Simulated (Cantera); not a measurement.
An isothermal, constant-pressure homogeneous reactor starts with CH4 : N2 = 1 : 23 (molar parts), at 1325 K and 1330 Pa.

Cantera simulation using GRI-Mech 3.0 (53 species, 325 reactions); the numbers are that mechanism's predictions, not measurements. GRI-Mech 3.0 stops at C3 and has no aromatics, soot or wall deposition, so with more carbon than oxygen in the feed, carbon stays in small species such as C2H2 where larger ones or solid carbon would form. Radical loss at walls, strong at low pressure, is not modelled.

Q: Predict: x(CH4) at 100 s; x(H) at 100 s; x(C2H2) at 100 s; x(CH3) at 100 s; x(H2) at 100 s.

A: 
```
Property                                           Result
----------------  ---------------------------------------
x(CH4) at 100 s   0.0363 (gas-phase equilibrium 0.000103)
x(H) at 100 s     2.66e-7 (gas-phase equilibrium 3.49e-6)
x(C2H2) at 100 s  0.00235 (gas-phase equilibrium 0.00541)
x(CH3) at 100 s   2.44e-5 (gas-phase equilibrium 1.19e-7)
x(H2) at 100 s     0.00753 (gas-phase equilibrium 0.0598)
```
